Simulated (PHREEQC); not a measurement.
A column of 0.2 m (40 cells, dispersivity 0.01 m, 3600 s a shift, diffusion coefficient 3e-10 m²/s) holds 0.059 eq of the database's cation exchanger X per kg of pore water, first in equilibrium with 65 mmol/kgw SrCl2, 10 mmol/kgw ZnCl2 and 0.01 mmol/kgw HCl. It is flushed with 0.018 mol/kgw KBr, 0.047 mol/kgw MnCl2, 0.008 mol/kgw CaCl2 and 1e-05 mol/kgw HCl, at 15 °C. Values are for the last cell. No CO2 enters from the air. Precipitation was switched off in this run.

Equilibrium calculation in PHREEQC: ion-association model, phreeqc.dat.

```json
[
 {"pore volumes": "0", "Mn in solution (mol/kgw)": "0", "Br in solution (mol/kgw)": "0", "K in solution (mol/kgw)": "0"},
 {"pore volumes": "0.2125", "Mn in solution (mol/kgw)": "3.21e-11", "Br in solution (mol/kgw)": "3.16e-10", "K in solution (mol/kgw)": "5.20e-14"},
 {"pore volumes": "0.3125", "Mn in solution (mol/kgw)": "3.82e-7", "Br in solution (mol/kgw)": "1.21e-6", "K in solution (mol/kgw)": "3.76e-9"},
 {"pore volumes": "0.4125", "Mn in solution (mol/kgw)": "2.64e-5", "Br in solution (mol/kgw)": "4.93e-5", "K in solution (mol/kgw)": "6.64e-7"},
 {"pore volumes": "0.6125", "Mn in solution (mol/kgw)": "0.00125", "Br in solution (mol/kgw)": "0.00139", "K in solution (mol/kgw)": "8.53e-5"},
 {"pore volumes": "0.8125", "Mn in solution (mol/kgw)": "0.00646", "Br in solution (mol/kgw)": "0.00551", "K in solution (mol/kgw)": "0.000760"},
 {"pore volumes": "0.9125", "Mn in solution (mol/kgw)": "0.0103", "Br in solution (mol/kgw)": "0.00803", "K in solution (mol/kgw)": "0.00148"},
 {"pore volumes": "1.012", "Mn in solution (mol/kgw)": "0.0145", "Br in solution (mol/kgw)": "0.0104", "K in solution (mol/kgw)": "0.00243"},
 {"pore volumes": "1.212", "Mn in solution (mol/kgw)": "0.0226", "Br in solution (mol/kgw)": "0.0140", "K in solution (mol/kgw)": "0.00482"},
 {"pore volumes": "1.413", "Mn in solution (mol/kgw)": "0.0292", "Br in solution (mol/kgw)": "0.0161", "K in solution (mol/kgw)": "0.00741"},
 {"pore volumes": "1.512", "Mn in solution (mol/kgw)": "0.0319", "Br in solution (mol/kgw)": "0.0168", "K in solution (mol/kgw)": "0.00866"},
 {"pore volumes": "1.613", "Mn in solution (mol/kgw)": "0.0343", "Br in solution (mol/kgw)": "0.0172", "K in solution (mol/kgw)": "0.00983"},
 {"pore volumes": "1.812", "Mn in solution (mol/kgw)": "0.0380", "Br in solution (mol/kgw)": "0.0177", "K in solution (mol/kgw)": "0.0119"},
 {"pore volumes": "2.013", "Mn in solution (mol/kgw)": "0.0407", "Br in solution (mol/kgw)": "0.0179", "K in solution (mol/kgw)": "0.0136"},
 {"pore volumes": "2.112", "Mn in solution (mol/kgw)": "0.0417", "Br in solution (mol/kgw)": "0.0179", "K in solution (mol/kgw)": "0.0142"},
 {"pore volumes": "2.212", "Mn in solution (mol/kgw)": "0.0426", "Br in solution (mol/kgw)": "0.0179", "K in solution (mol/kgw)": "0.0148"},
 {"pore volumes": "2.413", "Mn in solution (mol/kgw)": "0.0440", "Br in solution (mol/kgw)": "0.0180", "K in solution (mol/kgw)": "0.0158"},
 {"pore volumes": "2.612", "Mn in solution (mol/kgw)": "0.0449", "Br in solution (mol/kgw)": "0.0180", "K in solution (mol/kgw)": "0.0165"},
 {"pore volumes": "2.712", "Mn in solution (mol/kgw)": "0.0453", "Br in solution (mol/kgw)": "0.0180", "K in solution (mol/kgw)": "0.0167"},
 {"pore volumes": "2.812", "Mn in solution (mol/kgw)": "0.0456", "Br in solution (mol/kgw)": "0.0180", "K in solution (mol/kgw)": "0.0170"},
 {"pore volumes": "3.013", "Mn in solution (mol/kgw)": "0.0460", "Br in solution (mol/kgw)": "0.0180", "K in solution (mol/kgw)": "0.0173"}
]
```

Species that the database lacks are ignored.
